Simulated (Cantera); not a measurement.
# Low-pressure radical oxidation in H2/O2

An isothermal, constant-pressure homogeneous reactor starts with 6.70 % H2, 91.8 % O2, 1.47 % H2O, at 1325 K and 4.73 Torr.

Cantera simulation using the H2/O2 subset of GRI-Mech 3.0, which has no nitrogen chemistry; the numbers are that mechanism's predictions, not measurements. Radical loss at walls, strong at low pressure, is not modelled. The temperature is held fixed by assumption; the heat of reaction is taken as removed at once.

```
t (s)         x H2   x O2    x HO2    x H2O2   x H2O       x O
--------  --------  -----  -------  --------  ------  --------
5.00e-5     0.0670  0.918  1.14e-8  2.03e-12  0.0147   3.70e-9
0.000123    0.0670  0.918  2.80e-8  1.22e-11  0.0147   1.78e-8
0.000303    0.0670  0.918  6.88e-8  7.30e-11  0.0147   1.01e-7
0.000745    0.0670  0.918  1.70e-7  4.30e-10  0.0147   1.60e-6
0.00183     0.0653  0.917  8.11e-7   3.21e-9  0.0159  0.000788
0.00451    0.00191  0.866  1.64e-6   5.48e-8  0.0704    0.0429
0.0111     0.00169  0.867  1.62e-6   5.21e-8  0.0713    0.0420
0.0273     0.00157  0.871  1.60e-6   5.22e-8  0.0725    0.0384
0.0671     0.00129  0.880  1.53e-6   5.18e-8  0.0748    0.0310
0.165     0.000826  0.893  1.35e-6   4.85e-8  0.0784    0.0192
0.406     0.000337  0.906  9.46e-7   3.79e-8  0.0818   0.00762
1.00       8.66e-5  0.913  4.45e-7   2.19e-8  0.0835   0.00193
```
x: mole fraction; the columns are a selection and need not sum to one.

Equilibrium at this temperature and pressure: H2 1.50e-7, O2 0.915, HO2 3.69e-8, H2O2 4.25e-10, H2O 0.0845, O 3.34e-6 (gas phase only).
